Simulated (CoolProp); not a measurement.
Saturation properties of the fluoroketone C6F12O (FK-5-1-12) (Tc = 441.8 K, pc = 1869 kPa, ω = 0.471).

Model: reference Helmholtz-energy equation of state, McLinden 2015, in CoolProp.

```tsv
T (K)	p (kPa)	vapour density (kg/m³)	enthalpy of vaporisation (kJ/kg)	liquid cp (kJ/(kg K))
235.9	1.174	0.1896	111.5	1.093
249.5	3.087	0.4727	107.8	1.090
263.2	7.203	1.050	104.2	1.089
276.9	15.13	2.111	100.6	1.092
290.5	28.97	3.893	96.93	1.098
304.2	51.80	6.742	93.16	1.106
317.9	87.05	11.05	89.22	1.118
331.6	138.8	17.31	85.08	1.132
345.2	211.2	26.07	80.69	1.149
```

It boils at 322.2 K under 1 atm.
